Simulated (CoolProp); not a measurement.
Properties of n-nonane at several states (Tc = 594.5 K, pc = 2282 kPa, ω = 0.443).

Model: reference Helmholtz-energy equation of state, Lemmon 2006, in CoolProp. It is a short technical equation, of lower accuracy than the large ones.

| T (K) | p (kPa) | phase | cp (kJ/(kg K)) | cv (kJ/(kg K)) | fugacity coefficient |
|---|---|---|---|---|---|
| 470.8 | 1110 | liquid | 2.946 | 2.450 | 0.2546 |
| 554.7 | 104 | gas | 2.719 | 2.647 | 0.9794 |
| 295.7 | 690 | liquid | 2.198 | 1.773 | 0.0007562 |
| 492.1 | 3040 | liquid | 3.025 | 2.529 | 0.1508 |
